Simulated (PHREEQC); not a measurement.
A made-up water analysis in mg/kgw, 25 °C, pH 5.75, pe 9.9:

```tsv
constituent	mg/kgw
Na	0.00395
K	0.00269
Ca	0.013
Mg	0.00205
Cl	0.0108
S(6) as SO4	0.0382
Alkalinity as HCO3	0.0235
Li	3.08e-05
B	3.13e-05
N(5) as NO3	0.00112
Ni	0.000309
```

Na is adjusted to close the charge balance.
Valence states are taken as typed.

Computed with PHREEQC (ion-association model, wateq4f.dat).

This is a speciation only: nothing precipitates in the calculation.

Question: What ionic strength does the model give?

Answer: ionic strength 4.10e-6 mol/kgw.

Question: In which forms is C present?

Answer: CO2 80 %, HCO3- 20 % of the C.
